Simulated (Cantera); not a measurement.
Source: NASA polynomial tables (part measured, part estimated), evaluated in Cantera. Values are per mole of reaction as written; species without (g) are pure solids or liquids, kept so even where they would boil at 1 bar.

Problem. Between 498 and 1698 K, where is each reaction favourable under standard conditions?
- 2 LiCl + H2(g) → 2 Li + 2 HCl(g)

Solution. 
- 2 LiCl + H2(g) → 2 Li + 2 HCl(g): ΔG° is 541 kJ at 498 K and 378 kJ at 1698 K; it stays positive (K < 1). ΔH° is 561 kJ and ΔS° 108 J/K at 1698 K.
